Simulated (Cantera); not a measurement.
A perfectly stirred reactor is fed with CH4 : H2O = 1 : 1.4 (molar parts), at 3.85 atm; it is held at 1425 K, and followed from long to short residence time.

Cantera simulation using GRI-Mech 3.0 (53 species, 325 reactions); the numbers are that mechanism's predictions, not measurements.

### Question
Predict: x(CH4) at τ = 12.0 s; x(H2O) at τ = 12.0 s; x(H2) at τ = 12.0 s; x(CH4) at τ = 29.0 ms; x(H2O) at τ = 29.0 ms; x(H2) at τ = 29.0 ms.

### Answer
- x(CH4) at τ = 12.0 s: 0.206
- x(H2O) at τ = 12.0 s: 0.412
- x(H2) at τ = 12.0 s: 0.287
- x(CH4) at τ = 29.0 ms: 0.403
- x(H2O) at τ = 29.0 ms: 0.579
- x(H2) at τ = 29.0 ms: 0.0120
